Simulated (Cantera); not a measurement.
**Ammonia decomposition in nitride growth gas**

A perfectly stirred reactor is fed with 88.5 % NH₃, 11.5 % H₂, at 180 Torr; it is held at 2150 K, and followed from long to short residence time.

Computed with Cantera and the gas-phase N/H chemistry of the illustrative SiF4/NH3 mechanism in the Surface Chemkin manual (1991). Walls and surfaces, which speed up NH3 decomposition in real reactors, are not modelled.

| τ (s) | x NH₃ | x H₂ | x N₂H₄ | x NH₂ | x N₂ | x H |
|---|---|---|---|---|---|---|
| 0.33 | 0.0548 | 0.723 | 4.55e-9 | 0.000356 | 0.220 | 0.00154 |
| 0.11 | 0.149 | 0.654 | 1.72e-8 | 0.000693 | 0.195 | 0.000997 |
| 0.038 | 0.327 | 0.524 | 4.93e-8 | 0.00117 | 0.148 | 0.000618 |
| 0.013 | 0.558 | 0.354 | 1.03e-7 | 0.00169 | 0.0859 | 0.000355 |
| 0.0043 | 0.742 | 0.219 | 1.56e-7 | 0.00208 | 0.0370 | 0.000204 |
| 0.0015 | 0.830 | 0.154 | 1.81e-7 | 0.00225 | 0.0136 | 0.000140 |
| 0.00049 | 0.867 | 0.127 | 1.71e-7 | 0.00218 | 0.00388 | 0.000108 |
| 0.00017 | 0.879 | 0.118 | 1.16e-7 | 0.00180 | 0.000802 | 8.14e-5 |
x: mole fraction; the columns are a selection and need not sum to one.
